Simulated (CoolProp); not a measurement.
Properties of R236EA along the isobar 553 kPa (Tc = 139.3 °C, pc = 3414 kPa, ω = 0.368).

Model: reference Helmholtz-energy equation of state, Rui 2013, in CoolProp.

```tsv
T (°C)	phase	Z	isothermal compressibility (1/MPa)	Prandtl number
76.95	gas	0.8886	2.062	0.688
82.55	gas	0.8957	2.042	0.687
88.15	gas	…	…	0.686
93.85	gas	…	2.007	0.685
99.45	gas	0.9137	1.993	0.685
105.05	gas	0.9187	1.980	0.685
110.65	gas	0.9233	1.968	0.686
116.35	gas	…	1.958	0.686
121.95	gas	0.9315	1.948	0.687
127.55	gas	…	1.940	0.687
133.25	gas	…	…	0.688
138.85	gas	0.9419	1.924	0.689
```

Q: Complete the blanks.

A: 
- 88.15, Z: 0.9022
- 88.15, isothermal compressibility (1/MPa): 2.023
- 93.85, Z: 0.9082
- 116.35, Z: 0.9276
- 127.55, Z: 0.9352
- 133.25, Z: 0.9387
- 133.25, isothermal compressibility (1/MPa): 1.932

Viscosity comes from a separate model (Huber 2003), an estimate that may be off by 10 % or more. Thermal conductivity comes from a separate model (Huber 2003), an estimate that may be off by 10 % or more.
